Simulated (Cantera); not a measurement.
Low-pressure radical oxidation in H2/O2

An isothermal, constant-pressure homogeneous reactor starts with H2 : O2 = 0.39 : 1 (molar parts), equivalence ratio 0.20, at 1375 K and 10.00 Torr.

Cantera simulation using the H2/O2 subset of GRI-Mech 3.0, which has no nitrogen chemistry; the numbers are that mechanism's predictions, not measurements. Radical loss at walls, strong at low pressure, is not modelled. The temperature is held fixed by assumption; the heat of reaction is taken as removed at once.

| t (s) | x H2 | x O2 | x HO2 | x H2O2 | x H | x OH |
|---|---|---|---|---|---|---|
| 0.000100 | 0.281 | 0.719 | 3.31e-7 | 1.41e-9 | 1.03e-6 | 3.88e-7 |
| 0.000285 | 0.280 | 0.719 | 1.08e-6 | 1.11e-8 | 0.000199 | 7.72e-5 |
| 0.000811 | 0.0193 | 0.560 | 6.39e-6 | 2.95e-7 | 0.0981 | 0.0207 |
| 0.00231 | 0.0172 | 0.568 | 6.64e-6 | 3.00e-7 | 0.0868 | 0.0199 |
| 0.00658 | 0.0144 | 0.592 | 7.23e-6 | 3.38e-7 | 0.0607 | 0.0186 |
| 0.0187 | 0.00759 | 0.635 | 7.63e-6 | 3.61e-7 | 0.0201 | 0.0140 |
| 0.0534 | 0.00144 | 0.666 | 4.64e-6 | 2.15e-7 | 0.00153 | 0.00620 |
| 0.152 | 0.000168 | 0.672 | 1.13e-6 | 7.44e-8 | 6.02e-5 | 0.00213 |
| 0.433 | 2.63e-5 | 0.673 | 2.49e-7 | 2.45e-8 | 3.74e-6 | 0.000845 |
| 1.23 | 5.78e-6 | 0.673 | 1.00e-7 | 8.69e-9 | 3.89e-7 | 0.000397 |
| 3.51 | 1.78e-6 | 0.674 | 9.49e-8 | 3.89e-9 | 6.68e-8 | 0.000221 |
| 10.0 | 1.09e-6 | 0.674 | 1.07e-7 | 2.96e-9 | 3.19e-8 | 0.000172 |
x: mole fraction; the columns are a selection and need not sum to one.

Equilibrium at this temperature and pressure: H2 1.06e-6, O2 0.674, HO2 1.08e-7, H2O2 2.92e-9, H 3.08e-8, OH 0.000170 (gas phase only).
